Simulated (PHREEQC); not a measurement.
PHREEQC input (ion-association model, wateq4f.dat):

```
SOLUTION 1
  temp 25
  units mol/kgw
  pH 7 charge
  F 0.00422
  K 0.00052
SOLUTION 2
  temp 25
  units mol/kgw
  pH 7 charge
  Cl 0.006
  Ca 0.003
  S(6) 0.0013
  K 0.0026
  Si 7.7e-07
END
SELECTED_OUTPUT 1
  -reset false
  -pH true
  -pe true
  -ionic_strength true
  -water true
  -totals Ca Cl F K S Si S(-2) S(6)
  -molalities H+ Ca+2 Cl- F- K+ SO4-2 H4SiO4 H3SiO4- H2SiO4-2 CaSO4
    KSO4- CaOH+ HSO4- H2S HS- S-2 O2 OH- CaF+ CaHSO4+
    SiF6-2 HF HF2- H2F2
  -equilibrium_phases Gypsum Fluorite Portlandite SiO2(a)
PRINT
  -reset false
MIX 1
  1 1
  2 0
EQUILIBRIUM_PHASES 1
  Gypsum 0 0
  Fluorite 0 0
  Portlandite 0 0
  SiO2(a) 0 0
  O2(g) -0.68 10
END
# ... the last block is repeated for the other 20 points of share of solution B
```

Selected output (columns that matter, 21 of 21 rows; share of solution B added in front):

```
share of solution B	pH	mu	Ca	Cl	F	K	S	Si	m_H+	m_Ca+2	m_Cl-	m_F-	m_K+	Fluorite
0	2.9665	0.0016471	0	0	0.00422	0.00052	0	0	0.0011271	0	0	0.0016313	0.00052	0
0.05	2.9451	0.0019213	1.7217e-05	0.0003	0.0037434	0.000624	6.5e-05	3.85e-08	0.0011876	1.6909e-05	0.0003	0.0014091	0.00062379	0.00013278
0.1	2.9197	0.0021809	2.5014e-05	0.0006	0.003248	0.000728	0.00013	7.7e-08	0.0012625	2.4426e-05	0.0006	0.0011828	0.00072751	0.00027499
0.15	2.894	0.0024598	3.7887e-05	0.0009	0.0027628	0.000832	0.000195	1.155e-07	0.001343	3.6795e-05	0.0009	0.00097224	0.00083118	0.00041211
0.2	2.8694	0.0027655	5.9994e-05	0.0012	0.002296	0.000936	0.00026	1.54e-07	0.001425	5.7967e-05	0.0012	0.00078165	0.00093479	0.00054001
0.25	2.8485	0.00311	9.8755e-05	0.0015	0.0018625	0.00104	0.000325	1.925e-07	0.0014994	9.496e-05	0.0015	0.00061656	0.0010384	0.00065125
0.3	2.835	0.0035088	0.000165	0.0018	0.001484	0.001144	0.00039	2.31e-07	0.0015512	0.00015795	0.0018	0.00048302	0.0011419	0.000735
0.35	2.8326	0.0039727	0.00026824	0.0021	0.0011795	0.001248	0.000455	2.695e-07	0.001565	0.00025571	0.0021	0.00038388	0.0012454	0.00078176
0.4	2.8423	0.0044977	0.0004092	0.0024	0.0009504	0.001352	0.00052	3.08e-07	0.0015356	0.00038859	0.0024	0.00031508	0.0013488	0.0007908
0.45	2.8628	0.0050685	0.00058034	0.0027	0.00078168	0.001456	0.000585	3.465e-07	0.0014697	0.00054914	0.0027	0.00026821	0.0014522	0.00076966
0.5	2.8923	0.0056692	0.00077257	0.003	0.00065514	0.00156	0.00065	3.85e-07	0.0013775	0.00072861	0.003	0.00023558	0.0015556	0.00072743
0.55	2.9298	0.0062886	0.00097899	0.0033	0.00055699	0.001664	0.000715	4.235e-07	0.0012676	0.00092041	0.0033	0.00021198	0.001659	0.00067101
0.6	2.9751	0.0069196	0.0011951	0.0036	0.00047814	0.001768	0.00078	4.62e-07	0.0011455	0.0011202	0.0036	0.00019423	0.0017623	0.00060493
0.65	3.0288	0.0075578	0.0014179	0.0039	0.00041283	0.001872	0.000845	5.005e-07	0.001015	0.0013254	0.0039	0.00018041	0.0018656	0.00053209
0.7	3.0926	0.0082008	0.0016457	0.0042	0.00035733	0.001976	0.00091	5.39e-07	0.00087858	0.0015342	0.0042	0.00016935	0.0019689	0.00045434
0.75	3.1696	0.0088467	0.0018771	0.0045	0.00030917	0.00208	0.000975	5.775e-07	0.00073787	0.0017455	0.0045	0.00016027	0.0020721	0.00037292
0.8	3.2648	0.0094945	0.0021113	0.0048	0.00026666	0.002184	0.00104	6.16e-07	0.00059399	0.0019586	0.0048	0.00015268	0.0021753	0.00028867
0.85	3.3885	0.010143	0.0023478	0.0051	0.00022861	0.002288	0.001105	6.545e-07	0.00044775	0.0021729	0.0051	0.00014622	0.0022785	0.0002022
0.9	3.5638	0.010793	0.0025861	0.0054	0.00019415	0.002392	0.00117	6.93e-07	0.00029973	0.002388	0.0054	0.00014064	0.0023816	0.00011393
0.95	3.8643	0.011443	0.0028258	0.0057	0.00016263	0.002496	0.001235	7.315e-07	0.00015037	0.0026038	0.0057	0.00013577	0.0024848	2.4187e-05
1	7.0018	0.011909	0.003	0.006	0	0.0026	0.0013	7.7e-07	1.0973e-07	0.0027585	0.006	0	0.0025878	0
```

SiF6-2 is the database's only silicon fluoride.
